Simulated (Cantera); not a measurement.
Thermodynamics of oxide etching and cleaning by halides, feed CaO + HBr + N₂

Input: 1 mol CaO, 13 mol HBr, 2.3 mol N₂, at 100 Torr.

Method: chemical equilibrium by Gibbs-energy minimisation in Cantera with the NASA 1993 tables (ideal gas, pure condensed phases). Candidate condensed phases: Br₂, Ca, CaBr₂, CaO, Ca(OH)₂, H₂O; 34 gas species. Rates play no part.

```json
[
 {"T (K)": "1000", "log p HBr": "-0.99", "log p N₂": "-1.67", "log p H₂O": "-2.03", "log p CaBr₂": "-6.38", "log p Br": "-4.36", "log p H₂": "-4.09", "n CaBr₂(s)": "1.000", "n CaBr₂(l)": "0"},
 {"T (K)": "1050", "log p HBr": "-0.99", "log p N₂": "-1.67", "log p H₂O": "-2.03", "log p CaBr₂": "-5.73", "log p Br": "-4.06", "log p H₂": "-3.93", "n CaBr₂(s)": "0", "n CaBr₂(l)": "1.000"},
 {"T (K)": "1100", "log p HBr": "-0.99", "log p N₂": "-1.67", "log p H₂O": "-2.03", "log p CaBr₂": "-5.16", "log p Br": "-3.80", "log p H₂": "-3.77", "n CaBr₂(s)": "0", "n CaBr₂(l)": "0.999"},
 {"T (K)": "1150", "log p HBr": "-0.99", "log p N₂": "-1.67", "log p H₂O": "-2.03", "log p CaBr₂": "-4.64", "log p Br": "-3.56", "log p H₂": "-3.61", "n CaBr₂(s)": "0", "n CaBr₂(l)": "0.998"},
 {"T (K)": "1200", "log p HBr": "-0.99", "log p N₂": "-1.67", "log p H₂O": "-2.03", "log p CaBr₂": "-4.17", "log p Br": "-3.35", "log p H₂": "-3.46", "n CaBr₂(s)": "0", "n CaBr₂(l)": "0.993"},
 {"T (K)": "1250", "log p HBr": "-0.99", "log p N₂": "-1.67", "log p H₂O": "-2.03", "log p CaBr₂": "-3.75", "log p Br": "-3.16", "log p H₂": "-3.32", "n CaBr₂(s)": "0", "n CaBr₂(l)": "0.981"},
 {"T (K)": "1300", "log p HBr": "-1.00", "log p N₂": "-1.67", "log p H₂O": "-2.03", "log p CaBr₂": "-3.36", "log p Br": "-2.98", "log p H₂": "-3.18", "n CaBr₂(s)": "0", "n CaBr₂(l)": "0.953"},
 {"T (K)": "1350", "log p HBr": "-1.00", "log p N₂": "-1.67", "log p H₂O": "-2.04", "log p CaBr₂": "-3.00", "log p Br": "-2.83", "log p H₂": "-3.05", "n CaBr₂(s)": "0", "n CaBr₂(l)": "0.892"},
 {"T (K)": "1400", "log p HBr": "-1.01", "log p N₂": "-1.68", "log p H₂O": "-2.04", "log p CaBr₂": "-2.68", "log p Br": "-2.68", "log p H₂": "-2.92", "n CaBr₂(s)": "0", "n CaBr₂(l)": "0.769"}
]
```
log p: log10 of the partial pressure in bar; n: condensed amount in mol.

At 1000 K the condensed part is CaBr₂(s). From 1050 K to 1400 K the condensed part is CaBr₂(l). The main Ca-bearing gas is CaBr₂ throughout.
